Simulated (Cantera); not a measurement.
A freely propagating, adiabatic, planar premixed flame of CH₄ : O₂ : N₂ = 1 : 1.43 : 5.37 (molar parts), equivalence ratio 1.4, unburnt at 700 K and 4.93 atm; mixture-averaged transport, grid criteria slope 0.08 and curve 0.16, no radiation.

Model: GRI-Mech 3.0 (53 species, 325 reactions), integrated in Cantera. Burning velocities carry a grid error of a few per cent, more on coarse grids.

### Question
How do the results move with these cheaper or finer settings: unity-Lewis-number transport; multicomponent transport; multicomponent+Soret transport; grid criteria slope 0.5, curve 1; grid criteria slope 0.25, curve 0.5; grid criteria slope 0.03, curve 0.06?

### Answer
```tsv
setting	laminar burning velocity	thermal thickness	peak x(HO₂)	peak x(H)	grid points
as above	55.7 cm/s	0.148 mm	0.000121	0.00231	132
unity-Lewis-number transport	40.9 cm/s	0.177 mm	5.85e-5	0.00282	134
multicomponent transport	55.7 cm/s	0.150 mm	0.000118	0.00231	132
multicomponent+Soret transport	55.9 cm/s	0.148 mm	0.000116	0.00245	132
grid criteria slope 0.5, curve 1	63.4 cm/s	0.160 mm	0.000119	0.00253	33
grid criteria slope 0.25, curve 0.5	58.9 cm/s	0.152 mm	0.000120	0.00240	55
grid criteria slope 0.03, curve 0.06	55.0 cm/s	0.146 mm	0.000120	0.00231	319
```
The base run took roughly 3 core-seconds.
Unity Lewis numbers drop preferential diffusion, which matters most where H2 and H carry the flame; Soret adds thermal diffusion.
